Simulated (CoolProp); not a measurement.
Vapour-liquid equilibrium of CHF3 (R23) (1) + R13 (2) at 10.8 bar; x and y are mole fractions of (1).

Model: multi-fluid Helmholtz-energy mixture model, Penoncello 2003 and Platzer 1990; pair parameters Bell 2016, in CoolProp. This equation is an older, rougher fit; its heat capacities, sound speeds and derivatives of the liquid may be far off and weren't checked against measurements.

| x | bubble temperature, mixture model (K) | bubble temperature, Raoult's law (K) | y, mixture model | y, Raoult's law |
|---|---|---|---|---|
| 0.05 | 248.7 | 250.9 | 0.102 | 0.060 |
| 0.2 | 243.9 | 249.9 | 0.308 | 0.233 |
| 0.35 | 241.6 | 248.9 | 0.436 | 0.395 |
| 0.5 | 240.6 | 248.0 | 0.535 | 0.547 |
| 0.65 | 240.5 | 247.1 | 0.630 | 0.692 |
| 0.8 | 241.4 | 246.3 | 0.746 | 0.828 |
| 0.95 | 243.8 | 245.5 | 0.918 | 0.958 |

The largest gap from Raoult's law is -7.4 K in bubble temperature, at x = 0.5. y crosses x between x = 0.5 and 0.65: the model has an azeotrope there.

Pair parameters are fitted to limited data, so mixtures are less certain than the pure fluids.
